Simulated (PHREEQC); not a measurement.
PHREEQC input (ion-association model, wateq4f.dat):

```
SOLUTION_MASTER_SPECIES
  An  An-  0  An  62.0  # stands for a non-complexing anion
SOLUTION_SPECIES
  An- = An-
    -log_k 0
    -gamma 3.0 0
PHASES
  Fix_H+
    H+ = H+
    -log_k 0
SOLUTION 1
  temp 25
  units mmol/kgw
  pH 7 charge
  B 0.00013
  As(5) 0.00014
  Na 5.00028
  An 5
END
SELECTED_OUTPUT 1
  -reset false
  -pH true
  -pe true
  -ionic_strength true
  -water true
  -totals As B Na As(3) As(5)
  -molalities Hfo_wOH Hfo_wOH2+ Hfo_wO- Hfo_sOH Hfo_sOH2+ Hfo_sO- Hfo_wH2AsO4 Hfo_wHAsO4- Hfo_wOHAsO4-3 Hfo_wH2BO3
USER_PUNCH 1
  -headings sigma psi
  10 PUNCH EDL("sigma", "Hfo"), EDL("psi", "Hfo")
PRINT
  -reset false
USE solution 1
SURFACE 1
  Hfo_wOH 4.7191e-05 600 0.021
  Hfo_sOH 1.17978e-06
EQUILIBRIUM_PHASES 1
  Fix_H+ -4 HAn 10
    -force_equality true
  O2(g) -0.68 10
END
# ... the last block is repeated for the other 16 points of pH, with NaOH or the acid as the point needs
```

Selected output (columns that matter, 17 of 17 rows; pH added in front):

```
pH	mu	As	B	Na	m_Hfo_wOH	m_Hfo_wOH2+	m_Hfo_wO-	m_Hfo_sOH	m_Hfo_sOH2+	m_Hfo_sO-	m_Hfo_wH2AsO4	m_Hfo_wHAsO4-	sigma	psi
4	0.0051193	6.0409e-13	1.2999e-07	0.0050003	2.2755e-05	2.3797e-05	4.9846e-07	5.7057e-07	5.9671e-07	1.2499e-08	3.7729e-09	8.8557e-08	0.18113	0.19347
4.38	0.0050542	5.8653e-13	1.2999e-07	0.0050003	2.7036e-05	1.914e-05	8.7487e-07	6.7792e-07	4.7993e-07	2.1937e-08	1.8323e-09	6.3534e-08	0.14118	0.18102
4.75	0.0050264	5.9627e-13	1.2998e-07	0.0050003	3.0239e-05	1.5457e-05	1.3553e-06	7.5823e-07	3.8757e-07	3.3983e-08	8.9035e-10	4.2758e-08	0.10816	0.1675
5.12	0.0050137	6.5457e-13	1.2998e-07	0.0050003	3.2532e-05	1.2594e-05	1.9252e-06	8.1573e-07	3.1578e-07	4.8273e-08	4.4652e-10	2.8314e-08	0.080977	0.15275
5.5	0.0050075	8.0934e-13	1.2998e-07	0.0050003	3.4087e-05	1.0407e-05	2.5577e-06	8.547e-07	2.6094e-07	6.4133e-08	2.3759e-10	1.9103e-08	0.058699	0.13637
5.88	0.0050044	1.1584e-12	1.2998e-07	0.0050003	3.5029e-05	8.843e-06	3.1788e-06	8.7834e-07	2.2173e-07	7.9706e-08	1.4049e-10	1.3661e-08	0.041462	0.11878
6.25	0.0050028	1.934e-12	1.2998e-07	0.0050003	3.5551e-05	7.7781e-06	3.7223e-06	8.9141e-07	1.9503e-07	9.3336e-08	9.3766e-11	1.052e-08	0.028786	0.10056
6.62	0.0050018	3.9009e-12	1.2998e-07	0.0050003	3.5833e-05	7.0406e-06	4.1778e-06	8.9848e-07	1.7654e-07	1.0476e-07	6.8927e-11	8.6111e-09	0.019391	0.081438
7	0.0050012	1.0111e-11	1.2998e-07	0.0050003	3.5982e-05	6.5182e-06	4.5504e-06	9.0224e-07	1.6344e-07	1.141e-07	5.452e-11	7.3879e-09	0.012346	0.061047
7.38	0.0050008	3.3548e-11	1.2998e-07	0.0050003	3.6058e-05	6.1506e-06	4.8426e-06	9.0413e-07	1.5422e-07	1.2143e-07	4.579e-11	6.5895e-09	0.0071549	0.040112
7.75	0.0050005	1.3112e-10	1.2998e-07	0.0050003	3.6095e-05	5.8811e-06	5.075e-06	9.0506e-07	1.4746e-07	1.2725e-07	4.0045e-11	6.0331e-09	0.0032077	0.019403
8.12	0.0050015	5.7653e-10	1.2998e-07	0.0050015	3.6113e-05	5.6526e-06	5.2855e-06	9.0551e-07	1.4174e-07	1.3253e-07	3.5509e-11	5.5688e-09	-0.00023485	-0.0014542
8.5	0.0050037	2.7532e-09	1.2998e-07	0.0050039	3.612e-05	5.4201e-06	5.5141e-06	9.0563e-07	1.359e-07	1.3826e-07	3.0901e-11	5.0549e-09	-0.0038134	-0.02285
8.88	0.0050088	1.2432e-08	1.2999e-07	0.0050093	3.6112e-05	5.1477e-06	5.8036e-06	9.0526e-07	1.2904e-07	1.4548e-07	2.471e-11	4.2552e-09	-0.0080137	-0.04401
9.25	0.0050203	4.2473e-08	1.2999e-07	0.0050211	3.6081e-05	4.8003e-06	6.2127e-06	9.0388e-07	1.2026e-07	1.5564e-07	1.5426e-11	2.8461e-09	-0.013285	-0.064125
9.62	0.0050468	9.0455e-08	1.2999e-07	0.005048	3.5978e-05	4.3551e-06	6.8087e-06	9.0039e-07	1.0899e-07	1.704e-07	5.9326e-12	1.203e-09	-0.020381	-0.083585
10	0.0051106	1.2347e-07	1.3e-07	0.0051125	3.5706e-05	3.8167e-06	7.6522e-06	8.9296e-07	9.5451e-08	1.9137e-07	1.3705e-12	3.1472e-10	-0.030483	-0.10287
```
